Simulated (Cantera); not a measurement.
A freely propagating, adiabatic, planar premixed flame of CH4 : C2H6 : O2 : N2 = 1 : 0.052 : 2.18 : 8.2 (molar parts), unburnt at 598 K and 13300 Pa; mixture-averaged transport, grid criteria slope 0.08 and curve 0.16, no radiation.

Detailed kinetics in Cantera: GRI-Mech 3.0 (53 species, 325 reactions). Burning velocities carry a grid error of a few per cent, more on coarse grids.

### Question
What does this change do: CH4 1 to 0.76 parts?

### Answer
| quantity | before | after |
|---|---|---|
| laminar burning velocity | 181 cm/s | 160 cm/s |
| thermal thickness | 1.95 mm | 2.13 mm |
| peak x(H) | 0.0166 | 0.0118 |
| peak x(H2) | 0.0302 | 0.0180 |

### Question
What does this change do: inlet temperature 598 to 373 K?

### Answer
```tsv
quantity	before	after
laminar burning velocity	181 cm/s	83.4 cm/s
thermal thickness	1.95 mm	2.24 mm
peak x(H)	0.0166	0.0144
peak x(H2)	0.0302	0.0274
```
